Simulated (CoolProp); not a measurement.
Aqueous potassium carbonate as a coolant, at -2 °C, 1 atm.

Model: Melinder's fits for secondary coolants, in CoolProp.

```tsv
mass %	freezing point (°C)	conductivity (W/(m K))	viscosity (mPa s)	cp (kJ/(kg K))	density (kg/m³)
8.6	-3.0	0.554	2.22	3.715	1083
14.8	-5.8	0.548	2.55	3.470	1145
21.1	-9.6	0.542	3.07	3.234	1210
27.3	-15.2	0.536	3.95	3.011	1278
33.5	-24.0	0.529	5.49	2.822	1349
39.7	-36.8	0.521	8.27	2.681	1422
```
